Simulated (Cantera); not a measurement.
Charge: 1 mol Ta(OEt)5, 0.12 mol H2O, 3.5 mol H2, held at 1 atm.

Cantera equilibrium calculation (NASA polynomials, part measured and part estimated; ideal gas, pure solids and liquids). Candidate condensed phases: C, C6H6, C7H8, C8H18, H2O, Ta, TaC, Ta2O5; 113 gas species. The feed counts by its element totals alone. TaC: taken at fixed stoichiometry. Condensed phases not in the tables: Ta2C. Equilibrium is a limit: real reactors are often held back by kinetics, nucleation or transport. All values below are at 2098 K.

Base state: H2 0.755, CO 0.241, H 0.00266, C2H2 (acetylene) 0.00108, CH4 0.000192, H2O 1.49e-5, CH3 1.31e-5 (mole fractions); condensed: C(graphite) + TaC(s).

Question: What changes in the equilibrium state with this change: Ta(OEt)5 replaced by Nb?

Answer: 
```tsv
species	before	after
H2	0.755	0.995
H	0.00266	0.00305
H2O	1.49e-5	0.00233
CO	0.241	0
C2H2 (acetylene)	0.00108	0
CH4	0.000192	0
CH3	1.31e-5	0
C(graphite), mol	3.83	0
TaC(s), mol	1.00	0
Nb(s), mol	0	0.888
NbO(s), mol	0	0.112
```
Mutual solubility and eutectic melting of coexisting phases are not modelled. NbO: taken at fixed stoichiometry. Condensed phases not in the tables: N, O or C dissolved in the metal. Further candidate phases: Nb, NbO, NbO2, Nb2O5.
